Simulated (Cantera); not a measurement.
Charge: 1 mol CH₃F, 0.43 mol CH₄, at 13.3 mbar.

These are equilibrium values from Cantera (NASA tables, ideal gas, pure condensed phases), not measurements of a reactor. Candidate condensed phases: C, C₆H₆, C₇H₈, C₈H₁₈; 95 gas species. Equilibrium is a limit: real reactors are often held back by kinetics, nucleation or transport.

**Question.** At 3025 K, list the 6 most abundant gas species with their mole fractions, and the condensed phases.

**Answer.** H 0.563, HF 0.229, H₂ 0.146, C₃ 0.0305, C₂H₂ (acetylene) 0.00974, C₂H 0.00670. Condensed: C(graphite).
